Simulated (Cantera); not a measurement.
Mixture: 6.24 % CH4, 2.18 % CO, 12.4 % O2, 79.2 % N2, at 3200000 Pa, adiabatic and at constant volume. Ignition delay is the time to a rise of 400 K.

Model: GRI-Mech 3.0 (53 species, 325 reactions), integrated in Cantera. The pressure lies above the range GRI-Mech 3.0 was tuned for (to about 10 atm).

### Question
Predict: delay at 1175 K; delay at 1275 K; delay at 1375 K; delay at 1475 K; delay at 1575 K; delay at 1675 K; apparent activation energy between 1475 and 1675 K.

### Answer
```json
{
  "delay at 1175 K": "4.60 ms",
  "delay at 1275 K": "1.25 ms",
  "delay at 1375 K": "0.406 ms",
  "delay at 1475 K": "0.148 ms",
  "delay at 1575 K": "58.8 µs",
  "delay at 1675 K": "25.0 µs",
  "apparent activation energy between 1475 and 1675 K": "180 kJ/mol"
}
```
